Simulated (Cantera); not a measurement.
Charge: 1 mol Al(CH3)3, 0.29 mol O2, 11 mol N2, held at 1.33 mbar.

Cantera equilibrium calculation (NASA polynomials, part measured and part estimated; ideal gas, pure solids and liquids). Candidate condensed phases: Al, AlN, Al2O3, C, C6H6, C7H8, C8H18, H2O; 148 gas species. The feed counts by its element totals alone. Mutual solubility and eutectic melting of coexisting phases are not modelled. Rates play no part.

x: gas mole fraction; n: condensed amount in mol.

```
T (K)   x N2   x H2     x CO  x H     x HCN      x Al    x HNC  n AlN(s)  n Al2O3(s)  n C(graphite)
-----  -----  -----  -------  ---  --------  --------  -------  --------  ----------  -------------
1148   0.701  0.295  0.00367  ___   1.86e-5    <1e-12  7.04e-8     0.651       0.175           2.94
1198   0.696  0.294   0.0101  ___   3.30e-5  3.75e-12  1.63e-7     0.716       0.142           2.85
1248   0.683  0.291   0.0254  ___   5.54e-5  4.97e-11  3.50e-7     0.875      0.0627           2.61
1298   0.674  0.289   0.0372  ___   8.96e-5  5.38e-10  7.09e-7      1.00           0           2.42
1348   0.674  0.289   0.0372  ___  0.000141   4.84e-9  1.38e-6      1.00           0           2.42
1398   0.674  0.289   0.0372  ___  0.000215   3.71e-8  2.55e-6     1.000           0           2.42
1448   0.674  0.289   0.0372  ___  0.000319   2.47e-7  4.52e-6     1.000           0           2.41
1498   0.674  0.288   0.0372  ___  0.000459   1.45e-6  7.71e-6     1.000           0           2.41
1548   0.673  0.288   0.0372  ___  0.000646   7.54e-6  1.27e-5     1.000           0           2.41
1598   0.673  0.288   0.0372  ___  0.000890   3.54e-5  2.02e-5     0.999           0           2.41
1648   0.673  0.287   0.0372  ___   0.00120  0.000151  3.14e-5     0.998           0           2.40
1698   0.672  0.286   0.0372  ___   0.00159  0.000591  4.73e-5     0.991           0           2.39
```

**Question.** Some entries are withheld; supply them.

**Answer.** 
- 1148, x H: 1.07e-6
- 1198, x H: 2.82e-6
- 1248, x H: 6.90e-6
- 1298, x H: 1.58e-5
- 1348, x H: 3.40e-5
- 1398, x H: 6.96e-5
- 1448, x H: 0.000136
- 1498, x H: 0.000253
- 1548, x H: 0.000453
- 1598, x H: 0.000782
- 1648, x H: 0.00131
- 1698, x H: 0.00212
